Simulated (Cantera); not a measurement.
Cantera run, input and output.

```python
import numpy as np
import cantera as ct

gas = ct.Solution("gri30.yaml")


def delay(T, t_max=10):
    gas.TPX = T, 100000, {'CH4': 1, 'H2': 0.03, 'O2': 1.44, 'N2': 12}
    reactor = ct.IdealGasConstPressureReactor(gas, clone=False)
    net = ct.ReactorNet([reactor])
    net.rtol, net.atol = 1e-8, 1e-16
    while net.time < t_max:
        t_old, T_old = net.time, reactor.T
        net.step()
        if reactor.T > T + 400:  # ignition: a rise of 400 K
            return t_old + (T + 400 - T_old) / (reactor.T - T_old) * (net.time - t_old)
    return np.nan


taus = []
for T in [1300, 1375, 1450, 1525, 1600, 1675, 1750]:
    taus.append(delay(T))
    print(f"T0 = {T:6g} K   tau = {taus[-1]:.4e} s")
```

Output:

```
T0 =   1300 K   tau = 2.4421e-02 s
T0 =   1375 K   tau = 9.7416e-03 s
T0 =   1450 K   tau = 4.0780e-03 s
T0 =   1525 K   tau = 1.8228e-03 s
T0 =   1600 K   tau = 8.8298e-04 s
T0 =   1675 K   tau = 4.6575e-04 s
T0 =   1750 K   tau = 2.6585e-04 s
```

Cantera simulation using GRI-Mech 3.0 (53 species, 325 reactions); the numbers are that mechanism's predictions, not measurements.
